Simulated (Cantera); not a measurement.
Charge: 1 mol C2H2, 5.9 mol H2, equilibrated at 1523 K and 100 Torr.

Cantera equilibrium calculation (NASA polynomials, part measured and part estimated; ideal gas, pure solids and liquids). Candidate condensed phases: C, C6H6, C7H8, C8H18; 76 gas species. The numbers say what is thermodynamically allowed, not how fast it happens.

Base state: H2 1.000, CH4 0.000307, H 6.33e-5, C2H2 (acetylene) 1.18e-5 (mole fractions); condensed: C(graphite).

Q: What changes in the equilibrium state with this change: temperature from 1523 K to 1900 K?

A: 
```csv
species,before,after
H2,1.000,0.997
H,6.33e-5,0.00217
C2H2 (acetylene),1.18e-5,0.000381
CH4,0.000307,7.45e-5
"C(graphite), mol",2.00,1.99
```
